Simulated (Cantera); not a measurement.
# Reactions in the system H-O-Zr

Source: NASA polynomial tables (part measured, part estimated), evaluated in Cantera. Values are per mole of reaction as written; species without (g) are pure solids or liquids, kept so even where they would boil at 1 bar.

2 H₂O(g) + Zr → 2 H₂(g) + ZrO₂(g)

| T (K) | ΔH° (kJ) | ΔS° (J/K) | ΔG° (kJ) | log10 K | condensed phases |
|---|---|---|---|---|---|
| 1850 | 198.9 | 127.5 | -37.0 | 1.04 | Zr(β) |
| 1950 | 197.9 | 127.0 | -49.7 | 1.33 | Zr(β) |
| 2050 | 196.7 | 126.4 | -62.4 | 1.59 | Zr(β) |
| 2150 | 174.3 | 115.8 | -74.7 | 1.82 | Zr(l) |
| 2250 | 172.2 | 114.9 | -86.2 | 2.00 | Zr(l) |
| 2350 | 170.2 | 114.0 | -97.7 | 2.17 | Zr(l) |
| 2450 | 168.0 | 113.1 | -109.0 | 2.32 | Zr(l) |
| 2550 | 165.8 | 112.2 | -120.3 | 2.46 | Zr(l) |
| 2650 | 163.6 | 111.3 | -131.5 | 2.59 | Zr(l) |
| 2750 | 161.3 | 110.5 | -142.6 | 2.71 | Zr(l) |
| 2850 | 159.0 | 109.7 | -153.6 | 2.81 | Zr(l) |
